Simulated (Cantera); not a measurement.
Cantera with NASA thermochemical tables; ideal gases at 1 bar, condensed phases pure. Values are per mole of reaction as written; species without (g) are pure solids or liquids, kept so even where they would boil at 1 bar.

4 Li + O2(g) ⇌ 2 Li2O, with ΔH° = -1197.4 kJ and ΔS° = -245.9 J/K at 300 K.

### Question
How far is the shortcut ΔG° ≈ ΔH°(300 K) − T·ΔS°(300 K) from the full temperature-dependent value at 750, 825, 900, 975, 1050, 1125, 1200, 1275, 1350, 1425, 1500 K?

### Answer
```csv
T (K),shortcut (kJ),full (kJ),difference (kJ),difference in log10 K,condensed phases
750,-1013.0,-1002.2,-10.8,0.76,"Li(l), Li2O(s)"
825,-994.6,-981.2,-13.4,0.85,"Li(l), Li2O(s)"
900,-976.1,-960.2,-15.9,0.92,"Li(l), Li2O(s)"
975,-957.7,-939.4,-18.3,0.98,"Li(l), Li2O(s)"
1050,-939.3,-917.9,-21.4,1.06,"Li(l), Li2O(s)"
1125,-920.8,-897.3,-23.5,1.09,"Li(l), Li2O(s)"
1200,-902.4,-876.9,-25.5,1.11,"Li(l), Li2O(s)"
1275,-883.9,-856.6,-27.3,1.12,"Li(l), Li2O(s)"
1350,-865.5,-836.5,-29.0,1.12,"Li(l), Li2O(s)"
1425,-847.1,-816.5,-30.6,1.12,"Li(l), Li2O(s)"
1500,-828.6,-796.7,-32.0,1.11,"Li(l), Li2O(s)"
```
The shortcut ignores heat capacities and the phase changes listed.
